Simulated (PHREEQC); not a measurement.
Make-up at 50 °C: 0.033 mol/kgw KOH, 0.00013 mol/kgw Na2SiO3 and 0.01 mol/kgw Na2CO3. Closed to the air; pH follows from the charge balance.

All values are PHREEQC results (ion-association model, phreeqc.dat), not measurements.

| Quantity | Value |
|---|---|
| pH | 11.68 |
| ionic strength | 0.0570 mol/kgw |
| specific conductance | 15100 µS/cm |
| density | 0.991 g/cm³ |
| total alkalinity | 53.3 meq/kg |

```json
[
 {"species": "OH-", "molality": "0.0332", "activity": "0.0264", "log γ": "-0.100"},
 {"species": "K+", "molality": "0.0330", "activity": "0.0263", "log γ": "-0.099"},
 {"species": "Na+", "molality": "0.0172", "activity": "0.0139", "log γ": "-0.092"},
 {"species": "CO3-2", "molality": "0.00681", "activity": "0.00299", "log γ": "-0.357"},
 {"species": "NaCO3-", "molality": "0.00308", "activity": "0.00248", "log γ": "-0.094"},
 {"species": "HCO3-", "molality": "0.000114", "activity": "9.25e-5", "log γ": "-0.089"},
 {"species": "H3SiO4-", "molality": "0.000104", "activity": "8.33e-5", "log γ": "-0.097"},
 {"species": "H2SiO4-2", "molality": "2.54e-5", "activity": "1.11e-5", "log γ": "-0.357"}
]
```

Precipitation was switched off in this run. At this temperature some constants are extrapolated from 25 °C, and those without enthalpy data are left unchanged.
